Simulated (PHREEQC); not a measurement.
0.05 mol of Fluorite (CaF2) is brought to equilibrium with 1 kg of water holding 0.001 mol NaCl, at 80 °C, the pH being set by adding NaOH or HCl. Oxygen is held at 0.21 atm. No CO2 enters from the air. Only these solids could form: Fluorite, Portlandite.

All values are PHREEQC results (ion-association model, wateq4f.dat), not measurements.

| pH | dissolved Ca (mol/kgw) | dissolved F (mol/kgw) | HF (mol/kgw) |
|---|---|---|---|
| 4 | 0.000354 | 0.000708 | 0.000208 |
| 4.5 | 0.000303 | 0.000606 | 7.06e-5 |
| 5 | 0.000286 | 0.000572 | 2.30e-5 |
| 5.5 | 0.000281 | 0.000562 | ___ |
| 6 | 0.000279 | 0.000558 | 2.32e-6 |
| 6.5 | 0.000278 | 0.000557 | 7.35e-7 |
| 7 | 0.000278 | 0.000557 | 2.33e-7 |
| 7.5 | 0.000278 | 0.000557 | 7.36e-8 |
| 8 | 0.000278 | 0.000557 | 2.33e-8 |
| 8.5 | 0.000279 | 0.000558 | 7.36e-9 |
| 9 | 0.000280 | 0.000560 | ___ |
| 9.5 | 0.000284 | 0.000568 | ___ |
| 10 | 0.000294 | 0.000588 | 2.39e-10 |

### Question
Some entries are withheld; supply them.

### Answer

- 5.5, HF (mol/kgw): 7.32e-6
- 9, HF (mol/kgw): 2.33e-9
- 9.5, HF (mol/kgw): 7.43e-10

Complexes and solids missing from the database can't appear. Away from 25 °C the constants follow the database's enthalpies or fits; those with neither stay at their 25 °C values.
